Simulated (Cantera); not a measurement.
An isothermal, constant-pressure homogeneous reactor starts with C2H6 : N2 = 1 : 16 (molar parts), at 1825 K and 1100 Pa.

Detailed kinetics in Cantera: GRI-Mech 3.0 (53 species, 325 reactions). GRI-Mech 3.0 stops at C3 and has no aromatics, soot or wall deposition, so with more carbon than oxygen in the feed, carbon stays in small species such as C2H2 where larger ones or solid carbon would form. Radical loss at walls, strong at low pressure, is not modelled.

**Question.** Predict: x(C2H) at 6.00 s; x(CH2) at 6.00 s; x(C2H2) at 6.00 s; x(H) at 6.00 s; x(HCN) at 6.00 s.

**Answer.** 
```json
{
  "x(C2H) at 6.00 s": "6.60e-6 (gas-phase equilibrium 2.10e-6)",
  "x(CH2) at 6.00 s": "5.81e-8 (gas-phase equilibrium 9.07e-9)",
  "x(C2H2) at 6.00 s": "0.0525 (gas-phase equilibrium 0.0165)",
  "x(H) at 6.00 s": "0.00135 (gas-phase equilibrium 0.00137)",
  "x(HCN) at 6.00 s": "0.000117 (gas-phase equilibrium 0.0721)"
}
```
